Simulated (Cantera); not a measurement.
Feed: 1 mol Si(CH3)4, 0.0067 mol C2H2, 2.1 mol H2, equilibrated at 1302 °C.

Equilibrium computed with Cantera from the NASA thermochemical tables; the gas is ideal and each condensed phase is pure. Candidate condensed phases: C, C6H6, C7H8, C8H18, Si, SiC; 87 gas species. Rates play no part.

### Question
At 0.460 bar, list the 4 most abundant gas species with their mole fractions, and the condensed phases.

### Answer
H2 0.999, CH4 0.000835, H 6.12e-5, C2H2 (acetylene) 2.11e-5. Condensed: C(graphite) + SiC(s).
